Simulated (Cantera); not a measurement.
Cantera run:

```python
import numpy as np
import cantera as ct

gas_names = [...]  # 109 gases of nasa_gas.yaml made of C, Cl, H, Si
cond_names = """
    C(gr) C6H6(L) C7H8(L) C8H18(L),n-octa Si(cr) Si(L) SiC(b)
""".split()


# ... load() reads the species with a 1 bar reference pressure and builds the phases ...
atoms = {
    'Si(CH3)4': {'Si': 1, 'C': 4, 'H': 12},
    'HCl': {'H': 1, 'CL': 1},
    'H2': {'H': 2},
}
top_T = {'C(gr)': 4500, 'SiC(b)': 3050}  # K; cautious upper limits of use, not melting points


# ... equilibrate(T, P, feed) seeds the gas with the atoms and calls Mixture.equilibrate('TP', solver="vcs", rtol=1e-11, max_steps=5000) ...
results = []
feed = {'Si(CH3)4': 1, 'HCl': 0.083, 'H2': 30}  # mol
P = 100000  # Pa
for T in [1773, 1823, 1873, 1923, 1973, 2023, 2073, 2123]:
    mix = equilibrate(T, P, feed)
    results.append((T, P, feed, dict(zip(mix.species_names, mix.species_moles))))

top = {s: max(r[3][s] / sum(r[3][g] for g in gas_names) for r in results) for s in gas_names}
cols = sorted((s for s in top if top[s] > 0.001), key=lambda s: -top[s])[:9]
seen = [c for c in cond_names if any(r[3].get(c, 0) > 1e-12 for r in results)]
print("log10 of partial pressures in bar; condensed amounts in mol")
print(f"{'T/K':>10s}" + "".join(f"{s[:9]:>10s}" for s in cols + seen))
for T, P, feed, n in results:
    ng = sum(n[g] for g in gas_names)
    print(f"{T:10.4g}" + "".join(f"{np.log10(max(n[s] / ng * P / 1e5, 1e-99)):10.3f}" for s in cols)
          + "".join(f"{n.get(c, 0):10.4g}" for c in seen))
```

It prints:

```
log10 of partial pressures in bar; condensed amounts in mol
       T/K        H2         H       HCL C2H2,acet     C(gr)    SiC(b)
      1773    -0.002    -3.547    -2.638    -3.855     2.959         1
      1823    -0.002    -3.364    -2.638    -3.677     2.959    0.9999
      1873    -0.002    -3.191    -2.639    -3.507     2.955    0.9999
      1923    -0.002    -3.027    -2.639    -3.347     2.948    0.9998
      1973    -0.002    -2.871    -2.639    -3.195     2.937    0.9997
      2023    -0.002    -2.723    -2.639    -3.051     2.921    0.9995
      2073    -0.003    -2.581    -2.640    -2.915     2.899    0.9991
      2123    -0.003    -2.447    -2.640    -2.784      2.87    0.9985
```

Equilibrium computed with Cantera from the NASA thermochemical tables; the gas is ideal and each condensed phase is pure. Gases not in the tables: Si2H6 and higher silanes.
